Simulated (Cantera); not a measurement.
Charge: 1 mol SiH4, 0.69 mol HCl, 7.5 mol N2, at 1 atm.

Cantera equilibrium calculation (NASA polynomials, part measured and part estimated; ideal gas, pure solids and liquids). Candidate condensed phases: NH4Cl, Si, Si3N4; 28 gas species. N2 is the only nitrogen source here; it is nearly inert below about 1500 K, so the nitride shown seldom forms there in practice. The numbers say what is thermodynamically allowed, not how fast it happens.

Over these rows the condensed part is Si3N4(s). Partial pressures as log10 of bar:

| T (K) | 1000/T (1/K) | log p SiCl2 | log p N2 | log p H2 | log p HCl |
|---|---|---|---|---|---|
| 1250 | 0.8000 | -5.71 | -0.14 | -0.67 | -1.14 |
| 1300 | 0.7692 | -5.29 | -0.14 | -0.67 | -1.14 |
| 1350 | 0.7407 | -4.90 | -0.14 | -0.67 | -1.14 |
| 1400 | 0.7143 | -4.53 | -0.14 | -0.67 | -1.14 |
| 1450 | 0.6897 | ? | -0.14 | -0.67 | -1.14 |
| 1500 | 0.6667 | -3.89 | -0.14 | -0.67 | -1.14 |

Fit log p(SiCl2) = a + b·(1000/T) to the five rows, give the apparent enthalpy, and predict the row at 1450 K.

Means: 1000/T = 0.7382, log p = -4.864. Sxy = -0.143202, Sxx = 0.0104699, so b = -13.68 and a = -4.864 − (-13.68)×0.7382 = 5.23.
Apparent enthalpy: −19.145 × (-13.68) = 262 kJ/mol. With the condensed phases at unit activity, 1/3 Si3N4(s) + 2 HCl(g) = SiCl2(g) + 2/3 N2(g) + H2(g) links this pressure to the main gases: over the six rows their terms move log p by +0.00 in all, so the slope is close to that reaction's ΔH°. The five rows lie within 0.01 of the line.
Prediction at 1450 K: 5.23 + (-13.68)×0.6897 = -4.21. The computed value is -4.20, 0.01 from the line.
